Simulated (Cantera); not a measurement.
A Cantera script and what it prints.

```python
import numpy as np
import cantera as ct

gas_names = """
    CL CL2 H HCL H2 N NH NH2 NH3 N2 N2H2 N2H4 Si SiCL SiCL2 SiCL3 SiCL4 SiH SiHCL3 SiH2 SiH2CL2 SiH3
    SiH3CL SiH4 SiN Si2 Si2N Si3
""".split()
cond_names = """
    NH4CL(a) NH4CL(b) Si(cr) Si(L) Si3N4(a)
""".split()


# ... load() reads the species with a 1 bar reference pressure and builds the phases ...
atoms = {
    'Si': {'Si': 1},
    'HCl': {'H': 1, 'CL': 1},
    'N2': {'N': 2},
}
top_T = {'Si3N4(a)': 2400}  # K; cautious upper limits of use, not melting points


# ... equilibrate(T, P, feed) seeds the gas with the atoms and calls Mixture.equilibrate('TP', solver="vcs", rtol=1e-11, max_steps=5000) ...
results = []
feed = {'Si': 1, 'HCl': 10, 'N2': 7.2}  # mol
P = 100000  # Pa
for T in [600, 700, 800, 900, 1000, 1100, 1200, 1300, 1400, 1500]:
    mix = equilibrate(T, P, feed)
    results.append((T, P, feed, dict(zip(mix.species_names, mix.species_moles))))
    x = sorted(zip(gas.X, gas.species_names), reverse=True)
    print(f"T = {T:g} K  P = {P:g} Pa  gas = {mix.phase_moles(0):.4g} mol")
    print("   x: " + "  ".join(f"{s} {v:.3e}" for v, s in x if v > 1e-05))
    print("   condensed (mol): " + ("  ".join(f"{mix.phase(i).name} {mix.phase_moles(i):.4g}"
          for i in range(1, mix.n_phases) if mix.phase_moles(i) > 1e-12) or "none"))
```

It prints:

```
T = 600 K  P = 100000 Pa  gas = 16.18 mol
   x: N2 4.444e-01  HCL 3.708e-01  H2 1.218e-01  SiCL4 6.180e-02  NH3 1.180e-03
   condensed (mol): none
T = 700 K  P = 100000 Pa  gas = 16.2 mol
   x: N2 4.444e-01  HCL 3.705e-01  H2 1.231e-01  SiCL4 6.174e-02  NH3 2.697e-04
   condensed (mol): none
T = 800 K  P = 100000 Pa  gas = 16.2 mol
   x: N2 4.444e-01  HCL 3.704e-01  H2 1.233e-01  SiCL4 6.172e-02  NH3 8.632e-05  SiHCL3 1.857e-05
   condensed (mol): none
T = 900 K  P = 100000 Pa  gas = 16.2 mol
   x: N2 4.444e-01  HCL 3.704e-01  H2 1.233e-01  SiCL4 6.167e-02  SiHCL3 5.833e-05  NH3 3.498e-05
   condensed (mol): none
T = 1000 K  P = 100000 Pa  gas = 16.2 mol
   x: N2 4.444e-01  HCL 3.705e-01  H2 1.233e-01  SiCL4 6.158e-02  SiHCL3 1.444e-04  NH3 1.680e-05
   condensed (mol): none
T = 1100 K  P = 100000 Pa  gas = 16.2 mol
   x: N2 4.444e-01  HCL 3.707e-01  H2 1.231e-01  SiCL4 6.138e-02  SiHCL3 3.006e-04  SiCL3 4.789e-05
   condensed (mol): none
T = 1200 K  P = 100000 Pa  gas = 16.2 mol
   x: N2 4.444e-01  HCL 3.711e-01  H2 1.228e-01  SiCL4 6.093e-02  SiHCL3 5.483e-04  SiCL3 2.305e-04
   condensed (mol): none
T = 1300 K  P = 100000 Pa  gas = 16.21 mol
   x: N2 4.442e-01  HCL 3.721e-01  H2 1.220e-01  SiCL4 5.988e-02  SiHCL3 8.945e-04  SiCL3 8.536e-04  SiCL2 7.222e-05
   condensed (mol): none
T = 1400 K  P = 100000 Pa  gas = 16.23 mol
   x: N2 4.437e-01  HCL 3.745e-01  H2 1.202e-01  SiCL4 5.733e-02  SiCL3 2.514e-03  SiHCL3 1.303e-03  SiCL2 4.680e-04
   condensed (mol): none
T = 1500 K  P = 100000 Pa  gas = 16.28 mol
   x: N2 4.422e-01  HCL 3.802e-01  H2 1.161e-01  SiCL4 5.179e-02  SiCL3 5.868e-03  SiCL2 2.112e-03  SiHCL3 1.638e-03  CL 1.583e-05
   condensed (mol): none
```

These are equilibrium values from Cantera (NASA tables, ideal gas, pure condensed phases), not measurements of a reactor. The tables' values for SiCl3 are old estimates; treat these amounts as uncertain.
